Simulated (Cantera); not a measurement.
Input: 1 mol SiH4, 13 mol NH3, 0.5 mol H2, equilibrated at 575 °C and 0.100 bar.

Cantera equilibrium calculation (NASA polynomials, part measured and part estimated; ideal gas, pure solids and liquids). Candidate condensed phases: Si, Si3N4; 18 gas species. The numbers say what is thermodynamically allowed, not how fast it happens.

Base state: H2 0.790, N2 0.210, NH3 6.07e-5 (mole fractions); condensed: Si3N4(s).

**Question.** What changes in the equilibrium state with this change: NH3 from 13 to 0.3 mol?

**Answer.** 
```json
[
 {"species": "H2", "before": "0.790", "after": "1.00"},
 {"species": "N2", "before": "0.210", "after": "<1e-9"},
 {"species": "NH3", "before": "6.07e-5", "after": "<1e-9"},
 {"species": "Si3N4(s), mol", "before": "0.333", "after": "0.0750"},
 {"species": "Si(s), mol", "before": "0", "after": "0.775"}
]
```
